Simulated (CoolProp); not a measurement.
CH2F2 (R32) at 298.15 K and 0.308 MPa flows at 0.18 m/s in a round tube of 2 mm bore and 45 µm roughness, fully developed (64/Re and Nu = 3.66 if laminar; Colebrook and Gnielinski if turbulent). Each further row changes one setting.

The numbers come from the reference Helmholtz-energy equation of state, Tillner-Roth 1997 in CoolProp.

```
case               Reynolds number  Darcy friction factor  pressure drop (Pa/m)  heat-transfer coefficient (W/(m² K))  mass flow (kg/h)
-----------------  ---------------  ---------------------  --------------------  ------------------------------------  ----------------
as stated                      181             (withheld)                  19.3                                  25.4        (withheld)
velocity 0.36 m/s              362                  0.177            (withheld)                                  25.4            0.0274
diameter 4 mm                  362                  0.177            (withheld)                                  12.7            0.0547
```

Problem. Fill in the missing entries.

Solution. 
- as stated, Darcy friction factor: 0.354
- as stated, mass flow (kg/h): 0.0137
- velocity 0.36 m/s, pressure drop (Pa/m): 38.5
- diameter 4 mm, pressure drop (Pa/m): 4.81

Viscosity comes from a separate model (Bell 2016), an estimate that may be off by 10 % or more. Thermal conductivity comes from a separate model (Huber 2003), an estimate that may be off by 10 % or more.
